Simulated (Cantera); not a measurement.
**Abatement and gas-phase synthesis: NF3 + H2**

A closed system holds: 1 mol NF3, a varied amount of H2, equilibrated at 1025 K and 37000 Pa.

Method: chemical equilibrium by Gibbs-energy minimisation in Cantera with the NASA 1993 tables (ideal gas, pure condensed phases). Kinetics and transport are ignored.

| n(H2) (mol) | x HF | x H2 | x F2 | x N2 | x F | x NF3 |
|---|---|---|---|---|---|---|
| 0.27 | 0.225 | <1e-12 | 0.426 | 0.202 | 0.134 | 0.0129 |
| 0.42 | 0.329 | <1e-12 | 0.349 | 0.191 | 0.121 | 0.00931 |
| 0.64 | 0.463 | <1e-12 | 0.251 | 0.178 | 0.103 | 0.00548 |
| 0.97 | 0.630 | <1e-12 | 0.132 | 0.161 | 0.0746 | 0.00199 |
| 1.5 | 0.857 | 6.22e-11 | <1e-12 | 0.143 | 1.43e-10 | <1e-12 |
| 2.3 | 0.698 | 0.186 | <1e-12 | 0.116 | <1e-12 | <1e-12 |
| 3.5 | 0.545 | 0.364 | <1e-12 | 0.0909 | <1e-12 | <1e-12 |
| 5.3 | 0.411 | 0.521 | <1e-12 | 0.0685 | <1e-12 | <1e-12 |
x: gas mole fraction; nothing condenses.

From 0.27 mol H2 to 5.3 mol H2 nothing is condensed.
